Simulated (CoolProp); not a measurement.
Computed with CoolProp (reference Helmholtz-energy equation of state, Smukala 2000).

Problem. Give the vapour pressure (bar), vapour density (kg/m³), liquid cp (kJ/(kg K)), surface tension (mN/m) of saturated ethylene at -35.45 °C.

Solution. 
| T (°C) | p (bar) | vapour density (kg/m³) | liquid cp (kJ/(kg K)) | surface tension (mN/m) |
|---|---|---|---|---|
| -35.45 | 16.6 | 30.8 | 2.99 | 5.51 |

Surface tension comes from a separate correlation (Mulero 2012).
